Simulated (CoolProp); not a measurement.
Saturation properties of sulfur hexafluoride.

Computed with CoolProp (reference Helmholtz-energy equation of state, Guder 2009).

```json
[
 {"T (K)": "239.9", "p (bar)": "4.385", "liquid cp (kJ/(kg K))": "0.8898", "vapour Z": "0.8898"},
 {"T (K)": "245.9", "p (bar)": "5.417", "liquid cp (kJ/(kg K))": "0.9110", "vapour Z": "0.8722"},
 {"T (K)": "251.8", "p (bar)": "6.599", "liquid cp (kJ/(kg K))": "0.9334", "vapour Z": "0.8532"},
 {"T (K)": "257.7", "p (bar)": "7.962", "liquid cp (kJ/(kg K))": "0.9579", "vapour Z": "0.8323"},
 {"T (K)": "263.7", "p (bar)": "9.552", "liquid cp (kJ/(kg K))": "0.9857", "vapour Z": "0.8091"},
 {"T (K)": "269.6", "p (bar)": "11.33", "liquid cp (kJ/(kg K))": "1.017", "vapour Z": "0.7841"},
 {"T (K)": "275.6", "p (bar)": "13.39", "liquid cp (kJ/(kg K))": "1.055", "vapour Z": "0.7563"},
 {"T (K)": "281.5", "p (bar)": "15.66", "liquid cp (kJ/(kg K))": "1.100", "vapour Z": "0.7261"},
 {"T (K)": "287.4", "p (bar)": "18.21", "liquid cp (kJ/(kg K))": "1.158", "vapour Z": "0.6927"}
]
```
